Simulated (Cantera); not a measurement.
# Tantalum, niobium, vanadium and zirconium in process gases: V + H2O + H2 + NH3

Feed: 1 mol V, 0.19 mol H2O, 2.6 mol H2, 0.33 mol NH3, at 10.0 mbar.

Method: chemical equilibrium by Gibbs-energy minimisation in Cantera with the NASA 1993 tables (ideal gas, pure condensed phases). Candidate condensed phases: H2O, V, VN, VO, V2O3, V2O4, V2O5; 28 gas species. Each liquid is taken as pure. Mutual solubility and eutectic melting of coexisting phases are not modelled. VN, VO: taken at fixed stoichiometry. Condensed phases not in the tables: solid solutions among these carbides, nitrides and lower oxides, V2N, N, O or C dissolved in the metal. Equilibrium is a limit: real reactors are often held back by kinetics, nucleation or transport.

```
T (K)   x H2       x H       x V      x N2      x VO  n V(s)  n VN(s)  n VO(s)  n VO(l)  n V(l)
-----  -----  --------  --------  --------  --------  ------  -------  -------  -------  ------
948     1.00   5.24e-9    <1e-12    <1e-12    <1e-12   0.480    0.330    0.190        0       0
1098    1.00   2.47e-7    <1e-12  1.86e-10    <1e-12   0.480    0.330    0.190        0       0
1248   1.000   4.67e-6  2.27e-12   4.99e-8    <1e-12   0.480    0.330    0.190        0       0
1398   1.000   4.73e-5  4.49e-10   3.93e-6  2.35e-10   0.480    0.330    0.190        0       0
1548   1.000  0.000308   3.15e-8  0.000131   1.99e-8   0.481    0.329    0.190        0       0
1698   0.996   0.00144   1.03e-6   0.00231   7.45e-7   0.495    0.315    0.190        0       0
1848   0.969   0.00522   1.90e-5    0.0253   1.50e-5   0.651    0.159    0.189        0       0
1998   0.936    0.0155  0.000224    0.0474  0.000188   0.810        0    0.188        0       0
2148   0.910    0.0398   0.00184    0.0467   0.00143   0.806        0        0    0.182       0
2298   0.847    0.0882    0.0108    0.0448   0.00750       0        0        0    0.155   0.776
2448   0.708     0.167    0.0491    0.0398    0.0317       0        0        0   0.0294   0.623
```
x: gas mole fraction; n: condensed amount in mol.

From 948 K to 1848 K the condensed part is V(s) + VN(s) + VO(s). At 1998 K the condensed part is V(s) + VO(s). At 2148 K the condensed part is V(s) + VO(l). From 2298 K to 2448 K the condensed part is V(l) + VO(l).
